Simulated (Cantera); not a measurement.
Standard-state values (1 bar) from the NASA 1993 polynomials, evaluated with Cantera. Values are per mole of reaction as written; species without (g) are pure solids or liquids, kept so even where they would boil at 1 bar.

### Question
Between 1798 and 2198 K, where is each reaction favourable under standard conditions?
- 4 NaOH + 7 H2O(g) + 2 C6H6(g) = 5 C2H5OH(g) + 2 Na2CO3
- 4 CH3(g) + 9 O2(g) + 8 Na(g) = 4 Na2CO3 + 6 H2O(g)

### Answer
- 4 NaOH + 7 H2O(g) + 2 C6H6(g) = 5 C2H5OH(g) + 2 Na2CO3: ΔG° is 719 kJ at 1798 K and 915 kJ at 2198 K; it stays positive (K < 1). ΔH° is -145 kJ and ΔS° -482 J/K at 2198 K.
- 4 CH3(g) + 9 O2(g) + 8 Na(g) = 4 Na2CO3 + 6 H2O(g): ΔG° is -3904 kJ at 1798 K and -3237 kJ at 2198 K; it stays negative (K > 1). ΔH° is -6845 kJ and ΔS° -1642 J/K at 2198 K.
